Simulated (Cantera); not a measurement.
# Adiabatic ignition

An adiabatic, constant-pressure homogeneous reactor starts with 1.37 % C3H8, 20.8 % O2, 77.9 % N2, at 1650 K and 2.00 bar.

Detailed kinetics in Cantera: GRI-Mech 3.0 (53 species, 325 reactions). GRI-Mech 3.0 was tuned for natural gas; its chemistry of propane as a main component is partial and can be far from experiment.

```tsv
t (s)	T (K)	x C3H8	x O2	x OH	x NO	x HO2	x H2O2
1.00e-6	1647	0.0132	0.207	3.49e-5	1.60e-12	5.66e-5	3.18e-7
4.57e-6	1640	0.0104	0.205	0.000168	1.27e-10	0.000163	3.98e-6
2.09e-5	2011	<1e-12	0.142	0.00840	2.29e-6	1.70e-5	2.87e-7
9.56e-5	2237	<1e-12	0.134	0.00857	5.87e-5	7.21e-6	1.42e-7
0.000437	2334	<1e-12	0.136	0.00479	0.000204	5.48e-6	1.25e-7
0.00200	2338	<1e-12	0.136	0.00454	0.000621	5.58e-6	1.29e-7
0.00915	2334	<1e-12	0.135	0.00448	0.00238	5.50e-6	1.28e-7
0.0418	2323	<1e-12	0.132	0.00429	0.00783	5.25e-6	1.24e-7
0.191	2314	<1e-12	0.130	0.00414	0.0124	5.05e-6	1.20e-7
0.875	2314	<1e-12	0.130	0.00413	0.0125	5.04e-6	1.20e-7
4.00	2314	<1e-12	0.130	0.00413	0.0125	5.04e-6	1.20e-7
```
x: mole fraction; the columns are a selection and need not sum to one.

time of steepest temperature rise: 15.0 µs
temperature at 4.00 s: 2314 K
equilibrium temperature: 2314 K
x(C3H8) at 4.00 s: <1e-12 (gas-phase equilibrium <1e-12)
x(O2) at 4.00 s: 0.130 (gas-phase equilibrium 0.130)
x(OH) at 4.00 s: 0.00413 (gas-phase equilibrium 0.00413)
